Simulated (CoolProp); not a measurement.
Nitrous oxide along the isotherm 58.85 °C: density (kg/m³) from the reference equation and from simpler models built on Tc = 36.4 °C, pc = 7245 kPa, ω = 0.161; each cubic takes its own stable root.

Computed with CoolProp (reference Helmholtz-energy equation of state, Lemmon 2006). It is a short technical equation, of lower accuracy than the large ones.

| p (kPa) | phase | reference |
|---|---|---|
| 1510 | gas | 25.60 |
| 3020 | gas | 54.95 |
| 4530 | gas | 89.62 |
| 6040 | gas | 132.5 |
| 7550 | supercritical | 189.8 |
| 9060 | supercritical | 277.1 |
| 10600 | supercritical | 422.6 |
| 12100 | supercritical | 548.2 |
| 13600 | supercritical | 618.8 |
| 15100 | supercritical | 663.1 |
| 16600 | supercritical | 695.0 |
| 18100 | supercritical | 720.1 |

**Question.** How far does each simpler model (van der Waals, Soave-Redlich-Kwong, Peng-Robinson) lie from the reference over these 12 states: mean and median of the absolute difference, and the worst?

**Answer.** 
- van der Waals: mean 9.3 %, median 4.8 %, worst -22.5 % at 58.85 °C and 18100 kPa
- Soave-Redlich-Kwong: mean 7.2 %, median 7.5 %, worst -14.3 % at 58.85 °C and 13600 kPa
- Peng-Robinson: mean 3.6 %, median 3.0 %, worst -7.5 % at 58.85 °C and 12100 kPa
